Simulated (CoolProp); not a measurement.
R124 at 454.72 K and 1.24 MPa flows at 0.16 m/s in a round tube of 2 mm bore and 15 µm roughness, fully developed (64/Re and Nu = 3.66 if laminar; Colebrook and Gnielinski if turbulent). Each further row changes one setting.

Values from CoolProp's reference Helmholtz-energy equation of state, de Vries 1995.

```json
[
 {"case": "as stated", "Reynolds number": "(withheld)", "Darcy friction factor": "0.0813", "pressure drop (Pa/m)": "(withheld)", "heat-transfer coefficient (W/(m² K))": "51.3", "mass flow (kg/h)": "(withheld)"},
 {"case": "velocity 0.32 m/s", "Reynolds number": "1570", "Darcy friction factor": "0.0407", "pressure drop (Pa/m)": "(withheld)", "heat-transfer coefficient (W/(m² K))": "51.3", "mass flow (kg/h)": "(withheld)"},
 {"case": "diameter 4 mm", "Reynolds number": "1570", "Darcy friction factor": "0.0407", "pressure drop (Pa/m)": "(withheld)", "heat-transfer coefficient (W/(m² K))": "(withheld)", "mass flow (kg/h)": "(withheld)"}
]
```

Problem. Some entries are withheld; supply them.

Solution. 
- as stated, Reynolds number: 787
- as stated, pressure drop (Pa/m): 25.2
- as stated, mass flow (kg/h): 0.0876
- velocity 0.32 m/s, pressure drop (Pa/m): 50.4
- velocity 0.32 m/s, mass flow (kg/h): 0.175
- diameter 4 mm, pressure drop (Pa/m): 6.30
- diameter 4 mm, heat-transfer coefficient (W/(m² K)): 25.7
- diameter 4 mm, mass flow (kg/h): 0.350

Viscosity comes from a separate model (Bell 2016), an estimate that may be off by 10 % or more. Thermal conductivity comes from a separate model (Huber 2003), an estimate that may be off by 10 % or more.
